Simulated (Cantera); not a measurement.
Feed: 1 mol SiH2Cl2, 190 mol H2, 0.028 mol CH4, at 950 K and 133 Pa.

These are equilibrium values from Cantera (NASA tables, ideal gas, pure condensed phases), not measurements of a reactor. Candidate condensed phases: C, C6H6, C7H8, C8H18, Si, SiC; 109 gas species. The tables' values for SiCl3 are old estimates; treat these amounts as uncertain. Equilibrium is a limit: real reactors are often held back by kinetics, nucleation or transport.

Base state: H2 0.991, HCl 0.00881, SiCl4 0.000228, SiCl2 0.000120, SiHCl3 0.000118, SiCl3 2.86e-5 (mole fractions); condensed: Si(s) + SiC(s).

Problem. What changes in the equilibrium state with this change: pressure from 133 Pa to 100000 Pa?

Solution. 
```
species        before     after
-----------  --------  --------
H2              0.991     0.995
HCl           0.00881   0.00227
SiHCl3       0.000118   0.00150
CH4           5.38e-8   4.07e-5
SiH3Cl        8.06e-8   1.56e-5
SiH2Cl2       6.16e-6  0.000306
SiCl2        0.000120   7.91e-6
Si(s), mol      0.876     0.484
SiC(s), mol    0.0280    0.0202
```

Problem. What changes in the equilibrium state with this change: SiH2Cl2 replaced by Si(CH3)4?

Solution. 
| species | before | after |
|---|---|---|
| H2 | 0.991 | 1.000 |
| CH4 | 5.38e-8 | 0.000223 |
| HCl | 0.00881 | 0 |
| SiCl4 | 0.000228 | 0 |
| SiCl2 | 0.000120 | 0 |
| SiHCl3 | 0.000118 | 0 |
| SiCl3 | 2.86e-5 | 0 |
| Si(s), mol | 0.876 | 0 |
| SiC(s), mol | 0.0280 | 1.00 |
| C(graphite), mol | 0 | 2.98 |

Problem. What changes in the equilibrium state with this change: H2 from 190 to 1.5 mol?

Solution. 
```
species        before     after
-----------  --------  --------
H2              0.991     0.803
SiCl4        0.000228     0.138
HCl           0.00881    0.0394
SiHCl3       0.000118    0.0129
SiCl3         2.86e-5   0.00350
SiCl2        0.000120   0.00295
SiH2Cl2       6.16e-6  0.000123
Si(s), mol      0.876     0.485
SiC(s), mol    0.0280    0.0280
```
